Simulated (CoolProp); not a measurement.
Vapour-liquid equilibrium of benzene (1) + n-dodecane (2) at 117 kPa; x and y are mole fractions of (1).

Computed with CoolProp (multi-fluid Helmholtz-energy mixture model, Thol 2012 and Lemmon 2004; pair parameters Bell 2016).

| x | bubble temperature (°C) | y at the bubble point | dew temperature at overall composition x (°C) | liquid density (mol/L) |
|---|---|---|---|---|
| 0.05 | 202.4 | 0.399 | 220.3 | 3.677 |
| 0.15 | 166.5 | 0.801 | 215.7 | 4.134 |
| 0.25 | 141.4 | 0.924 | 210.7 | 4.585 |
| 0.35 | 124.9 | 0.965 | 205.3 | 5.048 |
| 0.45 | 113.7 | 0.981 | 199.2 | 5.547 |
| 0.55 | 105.7 | 0.989 | 192.1 | 6.108 |
| 0.65 | 99.6 | 0.993 | 183.7 | 6.757 |
| 0.75 | 94.7 | 0.996 | 173.2 | 7.528 |
| 0.85 | 90.4 | 0.998 | 158.5 | 8.467 |
| 0.95 | 86.6 | 0.999 | 132.0 | 9.640 |

No azeotrope shows between x = 0.05 and 0.95.

Pair parameters are fitted to limited data, so mixtures are less certain than the pure fluids. The gap from Raoult's law changes sign with composition, which may be real or a fault of the pair parameters; it wasn't checked against measurements.
